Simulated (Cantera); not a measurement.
An isothermal, constant-pressure homogeneous reactor starts with C2H6 : H2 = 1 : 20 (molar parts), at 1125 K and 79.0 Pa. Integrator tolerance rtol = 1e-08.

Detailed kinetics in Cantera: GRI-Mech 3.0 (53 species, 325 reactions). GRI-Mech 3.0 stops at C3 and has no aromatics, soot or wall deposition, so with more carbon than oxygen in the feed, carbon stays in small species such as C2H2 where larger ones or solid carbon would form. Radical loss at walls, strong at low pressure, is not modelled.

Q: What does this change do: temperature 1125 to 1550 K?

A: 
| quantity | before | after |
|---|---|---|
| x(C2H6) at 60.0 s | 1.64e-5 (gas-phase equilibrium 2.91e-7) | 3.82e-7 (gas-phase equilibrium 2.57e-11) |
| x(H2) at 60.0 s | 0.939 (gas-phase equilibrium 0.943) | 0.947 (gas-phase equilibrium 0.955) |
| x(H) at 60.0 s | 2.38e-6 (gas-phase equilibrium 1.55e-6) | 0.000670 (gas-phase equilibrium 0.00110) |
| x(C2H4) at 60.0 s | 0.0266 (gas-phase equilibrium 0.000987) | 2.70e-5 (gas-phase equilibrium 5.69e-6) |
| x(C2H2) at 60.0 s | 0.00409 (gas-phase equilibrium 0.0315) | 0.0360 (gas-phase equilibrium 0.0434) |
